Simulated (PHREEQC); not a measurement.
## Reverse-osmosis permeate (model solution)

Synthetic water in mg/L, 25 °C, pH 6.15, pe 1.4: Na 0.25; K 1.39; Ca 9.37; Mg 2.96; Cl 16.9; S(6) as SO4 11; Alkalinity as HCO3 3.59; N(-3) as NH4 0.0039; Li 0.00134; B 0.00854; Fe(2) 0.031.

Valence states are taken as typed.

All values are PHREEQC results (ion-association model, phreeqc.dat), not measurements.

- ionic strength = 0.00121 mol/kgw
- charge-balance error = -0.4 %

```tsv
species	molality	activity	log γ
Cl-	0.000477	0.000458	-0.017
Ca+2	0.000230	0.000198	-0.067
Mg+2	0.000119	0.000102	-0.067
SO4-2	0.000109	9.33e-5	-0.067
CO2	9.08e-5	9.09e-5	0.000
HCO3-	5.93e-5	5.71e-5	-0.017
K+	3.55e-5	3.42e-5	-0.017
Na+	1.09e-5	1.05e-5	-0.017
CaSO4	3.28e-6	3.28e-6	0.000
MgSO4	2.24e-6	2.24e-6	0.000
H3BO3	7.89e-7	7.90e-7	0.000
```

No solid was allowed to form.
